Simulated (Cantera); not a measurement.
An isothermal, constant-pressure homogeneous reactor starts with CO : O2 : H2O : N2 = 0.0011 : 0.0054 : 0.005 : 1 (molar parts), equivalence ratio 0.10, at 1125 K and 4.60 bar.

Computed with Cantera and GRI-Mech 3.0 (53 species, 325 reactions).

x: mole fraction; the columns are a selection and need not sum to one.

| t (s) | x CO | x O2 | x H2O | x H | x OH |
|---|---|---|---|---|---|
| 0.000100 | 0.00109 | 0.00534 | 0.00494 | <1e-12 | 6.18e-12 |
| 0.000464 | 0.00109 | 0.00534 | 0.00494 | 8.30e-12 | 5.62e-11 |
| 0.00215 | 0.00109 | 0.00534 | 0.00494 | 6.83e-11 | 4.38e-10 |
| 0.0100 | 0.00109 | 0.00534 | 0.00494 | 1.15e-8 | 7.50e-8 |
| 0.0464 | 0.000918 | 0.00525 | 0.00494 | 4.57e-8 | 3.52e-7 |
| 0.215 | (withheld) | 0.00502 | 0.00494 | (withheld) | (withheld) |
| 1.00 | 5.46e-5 | 0.00482 | 0.00495 | 1.60e-9 | 1.51e-7 |
| 4.64 | 2.64e-7 | 0.00480 | 0.00495 | 7.46e-12 | 1.12e-7 |
| 21.5 | 2.03e-11 | 0.00480 | 0.00495 | <1e-12 | 6.41e-8 |
| 100 | 1.95e-11 | 0.00480 | 0.00495 | <1e-12 | 5.98e-8 |

Problem. What belongs in the gaps?

Solution. 
- 0.215, x CO: 0.000440
- 0.215, x H: 1.99e-8
- 0.215, x OH: 2.86e-7
